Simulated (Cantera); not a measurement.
Ignition delay

Mixture: CH₄ : CO : O₂ : N₂ : H₂ = 1 : 0.61 : 2.31 : 8.67 : 0.083 (molar parts), equivalence ratio 1.0, at 26.0 bar, adiabatic and at constant pressure. Ignition delay is the time to a rise of 400 K.

Detailed kinetics in Cantera: GRI-Mech 3.0 (53 species, 325 reactions). The pressure lies above the range GRI-Mech 3.0 was tuned for (to about 10 atm).

| T0 (K) | delay (ms) |
|---|---|
| 1075 | 4.90 |
| 1150 | 1.83 |
| 1225 | 0.786 |
| 1300 | 0.367 |
| 1375 | 0.181 |
| 1450 | 0.0931 |
| 1525 | 0.0495 |

```
Property                                                 Value
--------------------------------------------------  ----------
apparent activation energy between 1375 and 1525 K  150 kJ/mol
```
